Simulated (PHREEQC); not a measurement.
Solution (35 °C): 0.0019 mol/kgw HF, 0.043 mol/kgw NH4HF2, 0.13 mol/kgw (NH4)2SiF6 and 0.0039 mol/kgw H3PO4. Closed to the air; pH follows from the charge balance.

The numbers come from PHREEQC with the ion-association model, phreeqc.dat.

No solid was allowed to form.

Order these F species by the share of F that they hold, largest first: HF2-, SiF6-2, F-, HF.

SiF6-2 (90 %), HF (4.7 %), F- (4.1 %), HF2- (1.3 %)

The pH is 2.95 and the ionic strength 0.434 mol/kgw. SiF6-2 is the database's only silicon fluoride.
